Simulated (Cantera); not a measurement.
Pyrogenic steam for wet oxidation

A perfectly stirred reactor is fed with H2 : O2 : N2 = 1 : 1 : 3.1 (molar parts), at 1.00 bar; it is held at 1150 K, and followed from long to short residence time.

Computed with Cantera and the H2/O2 subset of GRI-Mech 3.0, which has no nitrogen chemistry. The temperature is held fixed by assumption; the heat of reaction is taken as removed at once.

```tsv
τ (s)	x H2	x O2	x H2O	x H	x O	x OH	x HO2
5.2	0.000188	0.109	0.217	1.30e-7	7.72e-7	1.14e-5	7.15e-6
1.2	0.000477	0.109	0.217	5.54e-7	2.77e-6	1.91e-5	1.60e-5
0.30	0.00109	0.109	0.216	2.16e-6	8.68e-6	3.28e-5	3.05e-5
0.071	0.00233	0.110	0.215	8.82e-6	2.66e-5	6.33e-5	5.16e-5
0.017	0.00446	0.111	0.212	3.57e-5	7.70e-5	0.000134	7.55e-5
0.0040	0.00834	0.112	0.208	0.000147	0.000212	0.000296	0.000100
0.00095	0.0157	0.115	0.199	0.000588	0.000535	0.000630	0.000124
0.00023	0.0297	0.121	0.182	0.00218	0.00123	0.00125	0.000141
```
x: mole fraction; the columns are a selection and need not sum to one.
